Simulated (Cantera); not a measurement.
Charge: 1 mol CaCO3, 7.8 mol O2, 3.9 mol N2, at 1000 Pa.

Method: chemical equilibrium by Gibbs-energy minimisation in Cantera with the NASA 1993 tables (ideal gas, pure condensed phases). Candidate condensed phases: C, Ca, CaCO3, CaO; 27 gas species. Kinetics and transport are ignored.

Problem. At 1073 K, list the 4 most abundant gas species with their mole fractions, and the condensed phases.

Solution. O2 0.614, N2 0.307, CO2 0.0787, NO 7.06e-5. Condensed: CaO(s).
